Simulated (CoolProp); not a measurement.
Values from CoolProp's reference Helmholtz-energy equation of state, Zhou 2012.

**Question.** For p-xylene, give the phase and the expansivity (1/kK), conductivity (mW/(m K)) at 590.9 K and 708 kPa.

**Answer.** 
- 590.9 K and 708 kPa: gas; expansivity 2.32, conductivity 40.9

Thermal conductivity comes from a separate model (Mylona 2014).
